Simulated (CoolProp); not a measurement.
Fluorine along the isotherm -125.75 °C: Z from the reference equation and from simpler models built on Tc = -128.7 °C, pc = 52.40 bar, ω = 0.045; each cubic takes its own stable root.

Model: reference Helmholtz-energy equation of state, de Reuck 1990, in CoolProp.

| p (bar) | phase | reference | van der Waals | Soave-Redlich-Kwong |
|---|---|---|---|---|
| 14.3 | gas | 0.9095 | 0.9173 | 0.9072 |
| 28.6 | gas | 0.8018 | 0.8190 | 0.7998 |
| 42.9 | gas | 0.6643 | 0.6892 | 0.6641 |
| 57.1 | supercritical | 0.4067 | 0.3799 | 0.4188 |
| 71.4 | supercritical | 0.2626 | 0.3406 | 0.2980 |
| 85.7 | supercritical | 0.2898 | 0.3769 | 0.3201 |
| 100 | supercritical | 0.3223 | 0.4184 | 0.3498 |
| 114 | supercritical | 0.3554 | 0.4603 | 0.3808 |
| 129 | supercritical | 0.3911 | 0.5056 | 0.4146 |
| 143 | supercritical | 0.4244 | 0.5478 | 0.4463 |
| 157 | supercritical | 0.4575 | 0.5897 | 0.4778 |
| 171 | supercritical | 0.4905 | 0.6315 | 0.5092 |
| 186 | supercritical | 0.5256 | 0.6759 | 0.5426 |
| 200 | supercritical | 0.5581 | 0.7171 | 0.5735 |
